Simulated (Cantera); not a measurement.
## Gas-phase reforming

A perfectly stirred reactor is fed with 28.6 % CH4, 71.4 % CO2, at 2700000 Pa; it is held at 2025 K, and followed from long to short residence time.

Detailed kinetics in Cantera: GRI-Mech 3.0 (53 species, 325 reactions). The pressure lies above the range GRI-Mech 3.0 was tuned for (to about 10 atm).

| τ (s) | x CH4 | x CO2 | x O2 | x H2O | x CH2O |
|---|---|---|---|---|---|
| 2.4 | 0.000124 | 0.102 | 3.56e-9 | 0.171 | 1.17e-6 |
| 1.1 | 0.000266 | 0.102 | 3.55e-9 | 0.171 | 1.23e-6 |
| 0.50 | 0.000563 | 0.102 | 3.56e-9 | 0.171 | 1.34e-6 |
| 0.23 | 0.00113 | 0.103 | 3.59e-9 | 0.172 | 1.56e-6 |
| 0.10 | 0.00225 | 0.105 | 3.68e-9 | 0.172 | 2.00e-6 |
| 0.047 | 0.00392 | 0.108 | 3.83e-9 | 0.174 | 2.74e-6 |
| 0.021 | 0.00655 | 0.115 | 4.12e-9 | 0.178 | 4.11e-6 |
| 0.0097 | 0.01000 | 0.128 | 4.62e-9 | 0.184 | 6.51e-6 |
| 0.0044 | 0.0145 | 0.148 | 5.55e-9 | 0.193 | 1.11e-5 |
| 0.0020 | 0.0203 | 0.181 | 7.11e-9 | 0.202 | 1.96e-5 |
x: mole fraction; the columns are a selection and need not sum to one.
